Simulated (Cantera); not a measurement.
**Thermodynamics of silicon oxide and oxynitride deposition, feed SiF₄ + NO + H₂**

A closed system holds: 1 mol SiF₄, 0.84 mol NO, a varied amount of H₂, at 775 K and 1330 Pa.

Equilibrium computed with Cantera from the NASA thermochemical tables; the gas is ideal and each condensed phase is pure. Candidate condensed phases: H₂O, Si, SiO₂, Si₂N₂O, Si₃N₄; 58 gas species. The numbers say what is thermodynamically allowed, not how fast it happens.

```json
[
 {"n(H₂) (mol)": "0.45", "x H₂": "<1e-12", "x SiF₄": "0.408", "x HF": "0.205", "x H₂O": "0.104", "x N₂": "0.193", "x O₂": "0.0896", "n SiO₂(α-quartz)": "0.111"},
 {"n(H₂) (mol)": "0.61", "x H₂": "<1e-12", "x SiF₄": "0.379", "x HF": "0.239", "x H₂O": "0.148", "x N₂": "0.184", "x O₂": "0.0504", "n SiO₂(α-quartz)": "0.136"},
 {"n(H₂) (mol)": "0.83", "x H₂": "<1e-12", "x SiF₄": "0.344", "x HF": "0.275", "x H₂O": "0.205", "x N₂": "0.173", "x O₂": "0.00206", "n SiO₂(α-quartz)": "0.166"},
 {"n(H₂) (mol)": "1.1", "x H₂": "0.0966", "x SiF₄": "0.308", "x HF": "0.254", "x H₂O": "0.185", "x N₂": "0.156", "x O₂": "<1e-12", "n SiO₂(α-quartz)": "0.171"},
 {"n(H₂) (mol)": "1.5", "x H₂": "0.213", "x SiF₄": "0.267", "x HF": "0.226", "x H₂O": "0.158", "x N₂": "0.136", "x O₂": "<1e-12", "n SiO₂(α-quartz)": "0.175"},
 {"n(H₂) (mol)": "2.1", "x H₂": "0.340", "x SiF₄": "0.221", "x HF": "0.195", "x H₂O": "0.129", "x N₂": "0.113", "x O₂": "<1e-12", "n SiO₂(α-quartz)": "0.181"},
 {"n(H₂) (mol)": "2.8", "x H₂": "0.445", "x SiF₄": "0.185", "x HF": "0.169", "x H₂O": "0.106", "x N₂": "0.0953", "x O₂": "<1e-12", "n SiO₂(α-quartz)": "0.186"},
 {"n(H₂) (mol)": "3.9", "x H₂": "0.555", "x SiF₄": "0.146", "x HF": "0.140", "x H₂O": "0.0822", "x N₂": "0.0762", "x O₂": "<1e-12", "n SiO₂(α-quartz)": "0.193"},
 {"n(H₂) (mol)": "5.2", "x H₂": "0.639", "x SiF₄": "0.117", "x HF": "0.118", "x H₂O": "0.0644", "x N₂": "0.0616", "x O₂": "<1e-12", "n SiO₂(α-quartz)": "0.200"},
 {"n(H₂) (mol)": "7.1", "x H₂": "0.717", "x SiF₄": "0.0907", "x HF": "0.0956", "x H₂O": "0.0484", "x N₂": "0.0481", "x O₂": "<1e-12", "n SiO₂(α-quartz)": "0.209"}
]
```
x: gas mole fraction; n: condensed amount in mol.

From 0.45 mol H₂ to 7.1 mol H₂ the condensed part is SiO₂(α-quartz). The main Si-bearing gas is SiF₄ throughout. The share of Si in condensed phases is highest at 7.1 mol H₂ (20.9 %) and lowest at 0.45 mol H₂ (11.1 %).
